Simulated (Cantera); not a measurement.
Input: 1 mol AlI3, 7.7 mol H2O, 3 mol N2, equilibrated at 1673.15 K and 0.0133 bar.

These are equilibrium values from Cantera (NASA tables, ideal gas, pure condensed phases), not measurements of a reactor. Kinetics and transport are ignored.

```csv
species,before,after
N2,0.220,0.968
H2O,0.455,0.0187
I,0.207,0.00896
HI,0.0126,0.000113
H2,0.104,0.00446
I2,0.000104,1.94e-7
OH,6.72e-5,1.33e-5
H,0.000318,6.59e-5
"Al2O3(s), mol",0.500,0.500
```
Gas species are given as mole fractions.

Q: What was changed between the two runs?
A) temperature from 1673.15 K to 2025 K
B) N2 from 3 to 320 mol
C) N2 from 3 to 57 mol
D) H2O from 7.7 to 1.6 mol

A: B, N2 from 3 to 320 mol
